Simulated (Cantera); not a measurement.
## Equilibrium for silicon epitaxy and polysilicon growth: SiHCl3 + HCl + N2

Feed: 1 mol SiHCl3, 0.19 mol HCl, 78 mol N2.

Equilibrium computed with Cantera from the NASA thermochemical tables; the gas is ideal and each condensed phase is pure. Candidate condensed phases: NH4Cl, Si, Si3N4; 28 gas species. N2 is the only nitrogen source here; it is nearly inert below about 1500 K, so the nitride shown seldom forms there in practice. The tables' values for SiCl3 are old estimates. Rates play no part.

Map the stable condensed phases over T = 1148, 1198, 1248, 1298, 1348, 1398, 1448, 1498, 1548 K and P in Pa = 100, 260, 670, 1700, 4500, 12000, 30000, 77000, 200000.


```
T in K \ P in Pa
            100    260    670   1700   4500  12000  30000  77000 200000
   1548       A      A      A      A      B      B      B      B      B
   1498       A      A      A      B      B      B      B      B      B
   1448       A      A      B      B      B      B      B      B      B
   1398       A      B      B      B      B      B      B      B      B
   1348       B      B      B      B      B      B      B      B      B
   1298       B      B      B      B      B      B      B      B      B
   1248       B      B      B      B      B      B      B      B      B
   1198       B      B      B      B      B      B      B      B      B
   1148       B      B      B      B      B      B      B      B      B
```
A: gas only; B: Si3N4.
